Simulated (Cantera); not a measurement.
A Cantera script and its output.

```python
import numpy as np
import cantera as ct

gas = ct.Solution("h2o2.yaml")
gas.TPX = 1275, 35000, {'H2': 1, 'O2': 0.794, 'N2': 2.98}
reactor = ct.IdealGasReactor(gas, energy="on", clone=False)
net = ct.ReactorNet([reactor])
net.rtol, net.atol = 1e-08, 1e-16
show = ['H2', 'O2', 'O', 'HO2', 'H2O2', 'H', 'H2O']
times = np.geomspace(5e-06, 0.2, 13)

steps = ct.SolutionArray(gas, extra=["t"])
rows = []
print(f"{'t/s':>10s}{'T/K':>9s}{'P/Pa':>11s}" + "".join(f"{s:>11s}" for s in show))
for t in times:
    while net.time < t:
        t_next = net.step()
        steps.append(gas.state, t=t_next)
    rows.append([np.interp(t, steps.t, y) for y in (steps.T, steps.P, *steps(*show).X.T)])
    print(f"{t:10.3e}{rows[-1][0]:9.1f}{rows[-1][1]:11.4g}" + "".join(f"{x:11.3e}" for x in rows[-1][2:]))
rate = np.gradient(steps.T, steps.t)
print("integrator steps:", len(steps.t))
if steps.T.max() > steps.T[0] + 200:
    print(f"time of steepest temperature rise: {steps.t[rate.argmax()]:.4e} s")
gas.TPX = 1275, 35000, {'H2': 1, 'O2': 0.794, 'N2': 2.98}
gas.equilibrate("UV")
print(f"equilibrium (UV): T = {gas.T:.1f} K  " + "  ".join(f"{s} {gas[s].X[0]:.3e}" for s in show))
```

Result:

```
       t/s      T/K       P/Pa         H2         O2          O        HO2       H2O2          H        H2O
 5.000e-06   1275.0    3.5e+04  2.095e-01  1.663e-01  3.172e-09  1.624e-08  3.306e-11  1.993e-08  7.437e-09
 1.209e-05   1275.0    3.5e+04  2.095e-01  1.663e-01  2.000e-08  4.145e-08  1.962e-10  1.057e-07  9.002e-08
 2.924e-05   1275.0    3.5e+04  2.095e-01  1.663e-01  5.530e-07  1.993e-07  1.496e-09  2.820e-06  3.387e-06
 7.071e-05   1284.4  3.525e+04  1.983e-01  1.614e-01  1.214e-03  2.198e-05  2.868e-07  6.116e-03  7.813e-03
 1.710e-04   2114.9  5.534e+04  2.683e-02  6.734e-02  2.626e-02  9.260e-06  2.638e-07  3.672e-02  1.611e-01
 4.135e-04   2607.4  6.604e+04  1.582e-02  6.342e-02  1.287e-02  9.042e-06  2.793e-07  1.058e-02  1.910e-01
 1.000e-03   2685.9  6.768e+04  1.319e-02  6.321e-02  1.046e-02  1.159e-05  4.165e-07  7.582e-03  1.970e-01
 2.418e-03   2686.0  6.768e+04  1.319e-02  6.321e-02  1.046e-02  1.160e-05  4.168e-07  7.578e-03  1.970e-01
 5.848e-03   2686.0  6.768e+04  1.319e-02  6.321e-02  1.046e-02  1.160e-05  4.168e-07  7.578e-03  1.970e-01
 1.414e-02   2686.0  6.768e+04  1.319e-02  6.321e-02  1.046e-02  1.160e-05  4.168e-07  7.578e-03  1.970e-01
 3.420e-02   2686.0  6.768e+04  1.319e-02  6.321e-02  1.046e-02  1.160e-05  4.168e-07  7.578e-03  1.970e-01
 8.270e-02   2686.0  6.768e+04  1.319e-02  6.321e-02  1.046e-02  1.160e-05  4.168e-07  7.578e-03  1.970e-01
 2.000e-01   2686.0  6.768e+04  1.319e-02  6.321e-02  1.046e-02  1.160e-05  4.168e-07  7.578e-03  1.970e-01
integrator steps: 1188
time of steepest temperature rise: 8.8304e-05 s
equilibrium (UV): T = 2686.0 K  H2 1.319e-02  O2 6.321e-02  O 1.046e-02  HO2 1.160e-05  H2O2 4.168e-07  H 7.578e-03  H2O 1.970e-01
```

Model: the H2/O2 subset of GRI-Mech 3.0, which has no nitrogen chemistry, integrated in Cantera.
